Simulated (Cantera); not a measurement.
An adiabatic, constant-volume homogeneous reactor starts with CO : H₂ : O₂ : N₂ : H₂O = 1 : 1.1 : 1.98 : 7.45 : 1.1 (molar parts), at 1025 K and 210 Torr. Integrator tolerance rtol = 1e-08.

Computed with Cantera and GRI-Mech 3.0 (53 species, 325 reactions).

```tsv
quantity	before	after
time of steepest temperature rise	0.681 ms	5.79 ms
temperature at 0.500 s	2346 K	2426 K
equilibrium temperature	2346 K	2426 K
x(CO) at 0.500 s	0.00586 (gas-phase equilibrium 0.00586)	0.00185 (gas-phase equilibrium 0.00185)
x(H₂) at 0.500 s	0.00231 (gas-phase equilibrium 0.00231)	0.000683 (gas-phase equilibrium 0.000683)
x(O₂) at 0.500 s	0.0755 (gas-phase equilibrium 0.0755)	0.0741 (gas-phase equilibrium 0.0741)
x(NO₂) at 0.500 s	4.52e-6 (gas-phase equilibrium 4.53e-6)	2.53e-5 (gas-phase equilibrium 2.53e-5)
x(NO) at 0.500 s	0.00930 (gas-phase equilibrium 0.00930)	0.0108 (gas-phase equilibrium 0.0108)
x(OH) at 0.500 s	0.0103 (gas-phase equilibrium 0.0103)	0.00590 (gas-phase equilibrium 0.00590)
```

Task: Name the change that produced these shifts.
A. initial temperature 1025 to 1775 K
B. pressure from 210 Torr to 5850 Torr
C. pressure from 210 Torr to 760 Torr
D. CO 1 to 2.1 parts

Result: B, pressure from 210 Torr to 5850 Torr
